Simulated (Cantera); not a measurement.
Feed: 1 mol B2H6, 0.34 mol H2O, 0.96 mol H2, at 975 °C and 10000 Pa.

Cantera equilibrium calculation (NASA polynomials, part measured and part estimated; ideal gas, pure solids and liquids). Candidate condensed phases: B, B2O3, B3O3H3, H2O; 23 gas species. The feed counts by its element totals alone. Mutual solubility and eutectic melting of coexisting phases are not modelled. Equilibrium is a limit: real reactors are often held back by kinetics, nucleation or transport.

Base state: H2 0.997, B3O3H3 0.00218, HBO 0.000413 (mole fractions); condensed: B(s) + B2O3(l).

Task: What changes in the equilibrium state with this change: temperature from 975 °C to 1675 °C?

Result: 
```csv
species,before,after
H2,0.997,0.930
HBO,0.000413,0.0530
B2O2,2.91e-6,0.00892
BO,2.43e-8,0.00300
B2O,<1e-9,3.86e-5
H,1.47e-6,0.00345
"B(s), mol",1.76,1.66
"B2O3(l), mol",0.103,0
```
The tables' values for BH2 are old estimates; treat these amounts as uncertain.
